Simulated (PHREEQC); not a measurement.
Solution (25 °C): 2.1 mol/kgw KCl, 0.088 mol/kgw NaHCO3 and 0.75 mol/kgw MgCl2. Closed to the air; pH follows from the charge balance.

The numbers come from PHREEQC with the Pitzer model, pitzer.dat.

No solid was allowed to form.

**Question.** Estimate the pH, osmotic coefficient.

**Answer.** pH 6.89; osmotic coefficient 1.072.

**Question.** In which forms is C present?

**Answer.** HCO3- 86 %, CO2 7.1 %, MgCO3 5.4 %, CO3-2 1.7 % of the C.

Examples of supersaturated solids here: Magnesite (slow to form). Others may be too. In brines, pH and single-ion activities rest on the MacInnes convention.
